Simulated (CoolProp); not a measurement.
Model: reference Helmholtz-energy equation of state, Zhou 2011, in CoolProp.

### Question
For dimethyl carbonate, give the phase and the density (kg/m³), fugacity coefficient at 348.5 K and 16.6 MPa; 366.7 K and 16.6 MPa; 375.8 K and 16.6 MPa.

### Answer
- 348.5 K and 16.6 MPa: liquid; density 1020, fugacity coefficient 0.00609
- 366.7 K and 16.6 MPa: liquid; density 992, fugacity coefficient 0.0108
- 375.8 K and 16.6 MPa: liquid; density 981, fugacity coefficient 0.0141
